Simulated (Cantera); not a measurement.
Source: NASA polynomial tables (part measured, part estimated), evaluated in Cantera. Values are per mole of reaction as written; species without (g) are pure solids or liquids, kept so even where they would boil at 1 bar.

Ca(g) + CO(g) ⇌ C + CaO, with ΔH° = -702.4 kJ and ΔS° = -308.6 J/K at 300 K.

Problem. How far is the shortcut ΔG° ≈ ΔH°(300 K) − T·ΔS°(300 K) from the full temperature-dependent value at 548, 598, 648, 698, 748, 798, 848, 898 K?

Solution. 
```
T (K)  shortcut (kJ)  full (kJ)  difference (kJ)  difference in log10 K
-----  -------------  ---------  ---------------  ---------------------
548           -533.3     -533.8              0.5                  -0.05
598           -517.8     -518.6              0.8                  -0.07
648           -502.4     -503.6              1.1                  -0.09
698           -487.0     -488.5              1.6                  -0.12
748           -471.6     -473.6              2.0                  -0.14
798           -456.1     -458.7              2.6                  -0.17
848           -440.7     -443.9              3.2                  -0.20
898           -425.3     -429.1              3.9                  -0.22
```
The shortcut ignores the heat-capacity change of the reaction.
